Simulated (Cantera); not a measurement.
Cantera with NASA thermochemical tables; ideal gases at 1 bar, condensed phases pure. Values are per mole of reaction as written; species without (g) are pure solids or liquids, kept so even where they would boil at 1 bar.

Between 1648 and 2348 K, where is each reaction favourable under standard conditions?
- 1.333 B + O2(g) = 0.6667 B2O3(g)
- 1.143 Ti + O2(g) = 0.2857 Ti4O7
- 0.8 Ta + O2(g) = 0.4 Ta2O5


- 1.333 B + O2(g) = 0.6667 B2O3(g): ΔG° is -514 kJ at 1648 K and -493 kJ at 2348 K; it stays negative (K > 1). ΔH° is -568 kJ and ΔS° -32 J/K at 2348 K.
- 1.143 Ti + O2(g) = 0.2857 Ti4O7: ΔG° is -683 kJ at 1648 K and -577 kJ at 2348 K; it stays negative (K > 1). ΔH° is -905 kJ and ΔS° -140 J/K at 2348 K.
- 0.8 Ta + O2(g) = 0.4 Ta2O5: ΔG° is -536 kJ at 1648 K and -434 kJ at 2348 K; it stays negative (K > 1). ΔH° is -735 kJ and ΔS° -128 J/K at 2348 K.
